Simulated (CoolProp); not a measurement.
Model: reference Helmholtz-energy equation of state, Colonna 2008, in CoolProp. It is a short technical equation, of lower accuracy than the large ones.

Q: Give the vapour pressure (MPa), liquid density (kg/m³), vapour density (kg/m³) of saturated dodecamethylcyclohexasiloxane (D6) at 197.65, 239.25, 294.75 °C.

A: 
| T (°C) | p (MPa) | liquid density (kg/m³) | vapour density (kg/m³) |
|---|---|---|---|
| 197.65 | 0.0309 | 769 | 3.66 |
| 239.25 | 0.0891 | 713 | 10.2 |
| 294.75 | 0.274 | 623 | 32.7 |
